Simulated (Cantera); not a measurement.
Input: 1 mol SiC, 0.83 mol C, 0.059 mol H2, equilibrated at 1300 Pa.

Cantera equilibrium calculation (NASA polynomials, part measured and part estimated; ideal gas, pure solids and liquids). Candidate condensed phases: C, C6H6, C7H8, C8H18, Si, SiC; 87 gas species. Gases not in the tables: Si2H6 and higher silanes. Rates play no part.

Q: Which condensed phases are stable at each of these points (T (K)): 2100, 2200, 2300, 2400, 2500, 2600, 2700, 2800, 2900, 3000?

A: 
```
T (K)      condensed phases  Si condensed (%)
-----  --------------------  ----------------
2100   C(graphite) + SiC(s)             100.0
2200   C(graphite) + SiC(s)             100.0
2300   C(graphite) + SiC(s)              99.9
2400   C(graphite) + SiC(s)              99.7
2500   C(graphite) + SiC(s)              99.0
2600   C(graphite) + SiC(s)              95.7
2700            C(graphite)               0.0
2800            C(graphite)               0.0
2900            C(graphite)               0.0
3000            C(graphite)               0.0
```

From 2100 K to 2600 K the condensed part is C(graphite) + SiC(s). From 2700 K to 3000 K the condensed part is C(graphite).
